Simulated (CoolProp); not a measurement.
Vapour-liquid equilibrium of isobutane (1) + n-butane (2) at 323.4 K; x and y are mole fractions of (1).

Model: multi-fluid Helmholtz-energy mixture model, Bücker 2006 and Bücker 2006; pair parameters Kunz 2012, in CoolProp.

**Question.** Give the bubble pressure and the first vapour's composition at x = 0.35, 0.55, 0.65. Is there an azeotrope?

**Answer.** x = 0.35: 564.1 kPa, y = 0.414; x = 0.55: 601.7 kPa, y = 0.615; x = 0.65: 620.8 kPa, y = 0.708. No azeotrope shows between x = 0.05 and 0.95.

The pair parameters rest on a limited set of measurements; away from them the model extrapolates.
